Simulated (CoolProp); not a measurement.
Computed with CoolProp (reference Helmholtz-energy equation of state, Thol 2016).

Question: For R1234ze(E), give the phase and the Z, Joule-Thomson coefficient (K/MPa), expansivity (1/kK), viscosity (µPa s) at 207.3 K and 14.2 bar.

Answer: 
- 207.3 K and 14.2 bar: liquid; Z 0.0663, Joule-Thomson coefficient -0.366, expansivity 1.75, viscosity 707

Viscosity comes from a separate model (Bell 2016), an estimate that may be off by 10 % or more.
